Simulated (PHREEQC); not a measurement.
Consider water at 39 °C with 0.0014 mol CuSO4, 0.16 mol CuCl2, 0.039 mol NaF, 0.00017 mol Na2SO4 and 0.0037 mol NaHSO4 per kg of water. Closed to the air; pH follows from the charge balance.

The numbers come from PHREEQC with the ion-association model, phreeqc.dat.

Problem. The ionic strength comes out as 0.413 mol/kgw. What activity coefficients do CuF+, SO4-2, CuCl+, Cu2(OH)2+2, Cl- get?

Solution. CuF+ 0.72, SO4-2 0.21, CuCl+ 0.66, Cu2(OH)2+2 0.28, Cl- 0.66.

No solid was allowed to form. Constants without temperature data keep their 25 °C values here.
